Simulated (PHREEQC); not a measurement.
Consider water at 70 °C with 105 mmol/kgw NH4BF4. Closed to the air; pH follows from the charge balance.

Computed with PHREEQC (ion-association model, phreeqc.dat).

No solid was allowed to form.

Estimate the pH.

pH 2.82.

In which forms is F present?

BF4- 90 %, BF3OH- 4.0 %, HF 3.6 %, BF2(OH)2- 1.1 %, F- 0.9 % of the F.

Species that the database lacks are ignored. Away from 25 °C the constants follow the database's enthalpies or fits; those with neither stay at their 25 °C values. Real BF4- forms and hydrolyses slowly; the run takes it at equilibrium.
